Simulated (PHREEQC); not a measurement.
# Acid mine or pickling water: an equilibrium model

A made-up water analysis in mg/kgw, 65 °C, pH 2.25, pe 9.4: Na 149; K 66.6; Ca 198; Mg 41.6; Cl 43.4; S(6) as SO4 1490; Mn(2) 2.18; Li 1.47; F 2.05.

Cl is adjusted to close the charge balance.
Valence states are taken as typed.

Computed with PHREEQC (ion-association model, phreeqc.dat).

Each row changes one thing in this solution. No solid was allowed to form.

| case | ionic strength (mol/kgw) | SO4-2 (mol/kgw) | HSO4- (mol/kgw) | CaHSO4+ (mol/kgw) | Mn+2 (mol/kgw) | MnSO4 (mol/kgw) | SI of Gypsum (CaSO4:2H2O) | SI of Fluorite (CaF2) |
|---|---|---|---|---|---|---|---|---|
| as made | 0.0350 | 0.00699 | 0.00600 | 0.000124 | 2.49e-5 | 1.46e-5 | -0.56 | -3.00 |
| temperature from 65 to 45 °C at the same typed pH | 0.0365 | 0.00856 | 0.00441 | 9.01e-5 | (withheld) | 1.39e-5 | -0.54 | -2.55 |
| Mn(2) from 2.18 to 4.36 mg/kgw | 0.0351 | 0.00698 | 0.00599 | 0.000123 | (withheld) | (withheld) | -0.57 | -3.00 |

Q: What belongs in the gaps?

A: 
- temperature from 65 to 45 °C at the same typed pH, Mn+2 (mol/kgw): 2.57e-5
- Mn(2) from 2.18 to 4.36 mg/kgw, Mn+2 (mol/kgw): 4.99e-5
- Mn(2) from 2.18 to 4.36 mg/kgw, MnSO4 (mol/kgw): 2.91e-5

At this temperature some constants are extrapolated from 25 °C, and those without enthalpy data are left unchanged.
